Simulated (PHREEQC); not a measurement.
A solution holds 0.1 mol ZnSO4, 0.87 mol NaCl and 0.0033 mol H2SO4 per kg of water, at 87 °C. Closed to the air; pH follows from the charge balance.

Equilibrium calculation in PHREEQC: ion-association model, phreeqc.dat.

Each row changes one thing in this solution. No solid was allowed to form.

```tsv
case	pH	ionic strength (mol/kgw)	Cl- (mol/kgw)	SO4-2 (mol/kgw)	NaSO4- (mol/kgw)	HSO4- (mol/kgw)	SI of Halite (NaCl)
as made	2.93	0.987	0.706	0.0518	0.0415	0.00495	-2.25
H2SO4 from 0.0033 to 0.00495 mol/kgw	2.75	0.988	0.706	0.0514	0.0411	0.00741	-2.25
temperature from 87 to 20 °C	2.51	1.08	0.816	0.0495	0.0343	0.00248	-2.08
ZnSO4 left out	2.36	0.876	0.870	0.00146	0.00128	0.000559	-2.14
H2SO4 replaced by Fe2(SO4)3 at the same molality	3.03	1.00	0.706	0.0552	0.0439	0.00415	-2.25
```

The ionic strength passes 0.7 mol/kgw, the rough limit of the ion-association models, in every such run. Some of these states are supersaturated (in Hematite (slow to form), Goethite (slow to form), for instance). Constants without temperature data keep their 25 °C values here.
